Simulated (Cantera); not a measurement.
**Low-pressure radical oxidation in H2/O2**

A perfectly stirred reactor is fed with H2 : O2 = 0.008 : 1 (molar parts), equivalence ratio 0.0040, at 0.0267 bar; it is held at 1100 K, and followed from long to short residence time.

Model: the H2/O2 subset of GRI-Mech 3.0, which has no nitrogen chemistry, integrated in Cantera. Radical loss at walls, strong at low pressure, is not modelled.

| τ (s) | x H2 | x O2 | x O | x H2O | x HO2 | x OH |
|---|---|---|---|---|---|---|
| 29 | 8.94e-6 | 0.992 | 7.04e-5 | 0.00793 | 1.94e-7 | 4.77e-5 |
| 11 | 1.57e-5 | 0.992 | 0.000132 | 0.00792 | 2.98e-7 | 6.63e-5 |
| 4.2 | 2.71e-5 | 0.992 | 0.000245 | 0.00789 | 4.46e-7 | 9.24e-5 |
| 1.6 | 4.62e-5 | 0.992 | 0.000444 | 0.00785 | 6.54e-7 | 0.000129 |
| 0.60 | 7.90e-5 | 0.991 | 0.000787 | 0.00778 | 9.46e-7 | 0.000183 |
| 0.23 | 0.000135 | 0.991 | 0.00132 | 0.00768 | 1.33e-6 | 0.000259 |
| 0.086 | 0.000238 | 0.990 | 0.00208 | 0.00749 | 1.83e-6 | 0.000368 |
| 0.033 | 0.000430 | 0.989 | 0.00293 | 0.00717 | 2.43e-6 | 0.000516 |
| 0.012 | 0.000842 | 0.988 | 0.00365 | 0.00658 | 3.12e-6 | 0.000719 |
| 0.0047 | 0.00162 | 0.988 | 0.00379 | 0.00563 | 3.67e-6 | 0.000920 |
x: mole fraction; the columns are a selection and need not sum to one.
